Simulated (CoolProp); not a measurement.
Vinyl chloride along the isobar 28.4 MPa: Z from the reference equation and from simpler models built on Tc = 151.9 °C, pc = 5.600 MPa, ω = 0.160; each cubic takes its own stable root.

Computed with CoolProp (reference Helmholtz-energy equation of state, Thol 2022).

| T (°C) | phase | reference | Redlich-Kwong | Soave-Redlich-Kwong |
|---|---|---|---|---|
| -129.05 | liquid | 1.239 | 1.400 | 1.401 |
| -101.95 | liquid | 1.088 | 1.207 | 1.205 |
| -74.75 | liquid | 0.9778 | 1.070 | 1.066 |
| -47.65 | liquid | ___ | 0.9696 | ___ |
| -20.55 | liquid | 0.8318 | 0.8943 | 0.8864 |
| 6.65 | liquid | ___ | 0.8370 | ___ |
| 33.75 | liquid | 0.7438 | ___ | 0.7844 |
| 60.85 | liquid | 0.7142 | ___ | 0.7526 |

### Question
What belongs in the gaps?

### Answer

- -47.65, reference: 0.8953
- -47.65, Soave-Redlich-Kwong: 0.9632
- 6.65, reference: 0.7822
- 6.65, Soave-Redlich-Kwong: 0.8281
- 33.75, Redlich-Kwong: 0.7938
- 60.85, Redlich-Kwong: 0.7617
